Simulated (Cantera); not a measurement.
Source: NASA polynomial tables (part measured, part estimated), evaluated in Cantera. Values are per mole of reaction as written; species without (g) are pure solids or liquids, kept so even where they would boil at 1 bar.

Q: Between 300 and 1950 K, where is each reaction favourable under standard conditions?
- 2 COS(g) = 2 O(g) + S₂(g) + 2 C

A: 
- 2 COS(g) = 2 O(g) + S₂(g) + 2 C: ΔG° is 874 kJ at 300 K and 693 kJ at 1950 K; it stays positive (K < 1). ΔH° is 918 kJ and ΔS° 115 J/K at 1950 K.
